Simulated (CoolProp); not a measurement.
A single-stage vapour-compression cycle with nitrous oxide: evaporating at 221.15 K (dew point), condensing at 279.15 K (bubble point), superheat 10 K, subcooling 5 K, compressor efficiency 0.6, no pressure losses. Each further row changes one setting.

Model: reference Helmholtz-energy equation of state, Lemmon 2006, in CoolProp. It is a short technical equation, of lower accuracy than the large ones.

```
case                              cooling COP  pressure ratio  discharge temperature (K)  refrigerating effect (kJ/kg)  volumetric capacity (kJ/m³)
--------------------------------  -----------  --------------  -------------------------  ----------------------------  ---------------------------
as stated                                1.60            6.07                      406.0                           235                         3490
evaporating temperature 226.15 K         1.83            5.00                      391.6                           237                         4240
condensing temperature 274.15 K          1.82            5.35                      392.4                           246                         3650
subcooling 10 K                          1.67            6.07                      406.0                           246                         3650
superheat 20 K                           1.57            6.07                      422.1                           244                         3440
compressor efficiency 0.5                1.33            6.07                      433.3                           235                         3490
```
